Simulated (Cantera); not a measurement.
An isothermal, constant-pressure homogeneous reactor starts with CH4 : N2 : H2O = 1 : 1.2 : 0.013 (molar parts), at 1573 K and 750 Torr.

Cantera simulation using GRI-Mech 3.0 (53 species, 325 reactions); the numbers are that mechanism's predictions, not measurements. GRI-Mech 3.0 stops at C3 and has no aromatics, soot or wall deposition, so with more carbon than oxygen in the feed, carbon stays in small species such as C2H2 where larger ones or solid carbon would form.

**Question.** Predict: x(CH4) at 100 s; x(C2H4) at 100 s; x(H) at 100 s; x(CH3) at 100 s; x(C2H2) at 100 s.

**Answer.** 
| Item | Value |
|---|---|
| x(CH4) at 100 s | 0.0403 (gas-phase equilibrium 0.0342) |
| x(C2H4) at 100 s | 0.00790 (gas-phase equilibrium 0.00549) |
| x(H) at 100 s | 2.67e-5 (gas-phase equilibrium 2.69e-5) |
| x(CH3) at 100 s | 5.14e-5 (gas-phase equilibrium 4.32e-5) |
| x(C2H2) at 100 s | 0.132 (gas-phase equilibrium 0.0903) |
